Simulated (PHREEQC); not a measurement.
## Reverse-osmosis permeate: an equilibrium model

Model water analysis in mg/L, 75 °C, pH 6.78, pe 10.5:

```csv
constituent,mg/L
Na,0.644
K,0.157
Ca,1.77
Mg,0.0762
Cl,2.15
S(6) as SO4,0.36
Alkalinity as HCO3,3.32
O(0) (dissolved oxygen),0.000642
Cu(2),0.132
Li,9.79e-05
```

Valence states are taken as typed.

All values are PHREEQC results (ion-association model, wateq4f.dat), not measurements.

Each row changes one thing in this solution. This is a speciation only: nothing precipitates in the calculation.

```tsv
case	CO2 (mol/kgw)	Cu+2 (mol/kgw)	Cu(OH)2 (mol/kgw)	CuCO3 (mol/kgw)	Cu2(OH)2+2 (mol/kgw)	CuOH+ (mol/kgw)	SI of Cu(OH)2 (Cu(OH)2)	SI of Malachite (Cu2(OH)2CO3)
as made	1.76e-5	9.83e-7	6.97e-7	1.13e-7	1.01e-7	5.63e-8	+0.49	+0.90
Ca from 1.77 to 0.885 mg/L	1.76e-5	9.79e-7	7.01e-7	1.13e-7	1.01e-7	5.65e-8	+0.49	+0.91
pH from 6.78 to 7.28 at the same alkalinity	(withheld)	2.28e-7	1.62e-6	(withheld)	5.43e-8	4.13e-8	+0.85	+1.09
S(6) from 0.36 to 0.72 mg/L	1.76e-5	(withheld)	6.97e-7	1.12e-7	1.01e-7	5.63e-8	+0.49	+0.90
```

Fill in the missing entries.


- pH from 6.78 to 7.28 at the same alkalinity, CO2 (mol/kgw): 5.08e-6
- pH from 6.78 to 7.28 at the same alkalinity, CuCO3 (mol/kgw): 7.55e-8
- S(6) from 0.36 to 0.72 mg/L, Cu+2 (mol/kgw): 9.84e-7

Some of these states are supersaturated (in Cu(OH)2, Malachite, for instance). Constants without temperature data keep their 25 °C values here. The database's constant for dissolved Cu(OH)2 is higher than later reviews accept.
